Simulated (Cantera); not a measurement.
Charge: 1 mol Nb, 3.3 mol H2O, at 2198 K.

These are equilibrium values from Cantera (NASA tables, ideal gas, pure condensed phases), not measurements of a reactor. Candidate condensed phases: H2O, Nb, NbO, NbO2, Nb2O5; 12 gas species. Condensed phases not in the tables: the oxides between NbO2 and Nb2O5. Kinetics and transport are ignored.

Task: What share of the Nb ends up in condensed phases as a function of P (Pa), at 0.100, 2.50, 63, 1600, 40000, 1000000?

Result: 
```
P (Pa)   Nb condensed (%)        as
-------  ----------------  --------
0.100                 0.0         -
2.50                  0.0         -
63                   70.8  Nb2O5(l)
1600                 98.9  Nb2O5(l)
40000               100.0  Nb2O5(l)
1000000             100.0  Nb2O5(l)
```
